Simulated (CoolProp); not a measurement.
Vapour-liquid equilibrium of CHF3 (R23) (1) + R22 (2) at 0.0287 MPa; x and y are mole fractions of (1).

Model: multi-fluid Helmholtz-energy mixture model, Penoncello 2003 and Kamei 1995; pair parameters Bell 2016, in CoolProp.

```
x      bubble temperature (K)  y at the bubble point  dew temperature at overall composition x (K)  liquid density (mol/L)
-----  ----------------------  ---------------------  --------------------------------------------  ----------------------
0.05                    201.2                  0.400                                         207.8                   17.44
0.125                   193.6                  0.668                                         206.6                   17.88
0.2                     188.6                  0.788                                         205.2                   18.26
0.275                   185.1                  0.852                                         203.8                   18.60
0.35                    182.4                  0.891                                         202.3                   18.92
0.425                   180.4                  0.916                                         200.6                     [?]
0.5                     178.7                  0.934                                         198.7                     [?]
0.575                   177.4                  0.948                                         196.6                   19.83
0.65                    176.2                  0.959                                         194.2                     [?]
0.725                     [?]                  0.969                                         191.4                   20.45
0.8                     174.3                  0.978                                         188.0                   20.76
0.875                   173.3                  0.986                                         183.6                   21.09
0.95                    172.5                  0.994                                         177.2                     [?]
```

### Question
Complete the blanks.

### Answer

- 0.425, liquid density (mol/L): 19.23
- 0.5, liquid density (mol/L): 19.53
- 0.65, liquid density (mol/L): 20.14
- 0.725, bubble temperature (K): 175.2
- 0.95, liquid density (mol/L): 21.43

No azeotrope shows between x = 0.05 and 0.95.

Pair parameters are fitted to limited data, so mixtures are less certain than the pure fluids.
